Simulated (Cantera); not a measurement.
# Diamond growth

A diamond (100) surface in a fixed gas of H2 with x(CH4) = 0.0022, x(H) = 0.00027, x(CH3) = 0.00049, 0.0849 atm; coverages are run to steady state.

Computed with Cantera and the Harris–Goodwin 1993 mechanism for the reconstructed diamond (100) surface.

```tsv
T (K)	growth (µm/h)	θ c6HH	θ c6H*	θ c6*H	θ c6**	θ c6HM
925	5.13	0.282	0.00489	0.126	0.00137	0.461
1000	7.26	0.346	0.00976	0.200	0.00301	0.322
1075	5.84	0.452	0.0190	0.319	0.00608	0.136
1150	2.87	0.506	0.0283	0.401	0.00897	0.0310
1225	1.72	0.514	0.0347	0.423	0.0104	0.00589
1300	1.27	0.524	0.0391	0.418	0.0110	0.00115
1375	0.649	0.544	0.0421	0.400	0.0110	0.000244
```
θ: site fractions in the mechanism's names (c6HH fully hydrogenated, c6H* and c6*H radical sites, c6** diradical, c6HM methylated).
